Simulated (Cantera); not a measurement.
A closed system holds: 1 mol SiHCl3, 1 mol CH4, 10 mol H2, at 13300 Pa.

Cantera equilibrium calculation (NASA polynomials, part measured and part estimated; ideal gas, pure solids and liquids). Candidate condensed phases: C, C6H6, C7H8, C8H18, Si, SiC; 109 gas species. The tables' values for SiCl, SiCl3 are old estimates; treat these amounts as uncertain. Gases not in the tables: Si2H6 and higher silanes. Kinetics and transport are ignored.

x: gas mole fraction; n: condensed amount in mol.

```json
[
 {"T (K)": "1750", "x H2": "0.789", "x HCl": "0.207", "x H": "0.000566", "x SiCl2": "0.00342", "n C(graphite)": "0.0474", "n SiC(s)": "0.949"},
 {"T (K)": "1825", "x H2": "0.789", "x HCl": "0.205", "x H": "…", "x SiCl2": "…", "n C(graphite)": "…", "n SiC(s)": "0.937"},
 {"T (K)": "1900", "x H2": "0.789", "x HCl": "0.203", "x H": "0.00193", "x SiCl2": "0.00523", "n C(graphite)": "0.0667", "n SiC(s)": "0.924"},
 {"T (K)": "1975", "x H2": "0.789", "x HCl": "0.200", "x H": "…", "x SiCl2": "…", "n C(graphite)": "…", "n SiC(s)": "0.909"},
 {"T (K)": "2050", "x H2": "0.788", "x HCl": "0.197", "x H": "0.00551", "x SiCl2": "0.00735", "n C(graphite)": "0.0826", "n SiC(s)": "0.893"},
 {"T (K)": "2125", "x H2": "0.785", "x HCl": "0.194", "x H": "0.00881", "x SiCl2": "0.00847", "n C(graphite)": "0.0872", "n SiC(s)": "0.875"},
 {"T (K)": "2200", "x H2": "0.781", "x HCl": "0.190", "x H": "0.0136", "x SiCl2": "0.00960", "n C(graphite)": "0.0887", "n SiC(s)": "0.853"}
]
```

**Question.** Some entries are withheld; supply them.

**Answer.** 
- 1975, x H: 0.00333
- 1975, x SiCl2: 0.00626
- 1975, n C(graphite): 0.0755
- 1825, x H: 0.00107
- 1825, x SiCl2: 0.00428
- 1825, n C(graphite): 0.0571
